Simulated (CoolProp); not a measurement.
A closed Brayton cycle with dry air: compressor inlet 308.15 K and 3.8 MPa, high pressure 7.88 MPa, turbine inlet 945 K, compressor efficiency 0.89, turbine efficiency 0.85, recuperator effectiveness 0.8 (on enthalpy, no pinch check). Each further row changes one setting.

The numbers come from the reference Helmholtz-energy equation of state, Lemmon 2000 in CoolProp. It is a pseudo-pure fit of the blend.

```json
[
 {"case": "as stated", "thermal efficiency (%)": "30.1", "net work (kJ/kg)": "75.1", "compressor to turbine work": "0.52", "compressor exit (K)": "389.3", "turbine exit (K)": "807.5"},
 {"case": "turbine inlet 895 K", "thermal efficiency (%)": "___", "net work (kJ/kg)": "66.8", "compressor to turbine work": "0.55", "compressor exit (K)": "389.3", "turbine exit (K)": "763.6"},
 {"case": "compressor inlet 318.15 K", "thermal efficiency (%)": "___", "net work (kJ/kg)": "72.3", "compressor to turbine work": "0.54", "compressor exit (K)": "401.8", "turbine exit (K)": "807.5"},
 {"case": "high pressure 6.7 MPa", "thermal efficiency (%)": "___", "net work (kJ/kg)": "___", "compressor to turbine work": "0.50", "compressor exit (K)": "369.8", "turbine exit (K)": "___"},
 {"case": "recuperator effectiveness 0.5", "thermal efficiency (%)": "19.6", "net work (kJ/kg)": "75.1", "compressor to turbine work": "0.52", "compressor exit (K)": "389.3", "turbine exit (K)": "807.5"}
]
```

Question: Fill in the missing entries.

Answer: 
- turbine inlet 895 K, thermal efficiency (%): 28.8
- compressor inlet 318.15 K, thermal efficiency (%): 29.3
- high pressure 6.7 MPa, thermal efficiency (%): 27.5
- high pressure 6.7 MPa, net work (kJ/kg): 62.4
- high pressure 6.7 MPa, turbine exit (K): 836.2
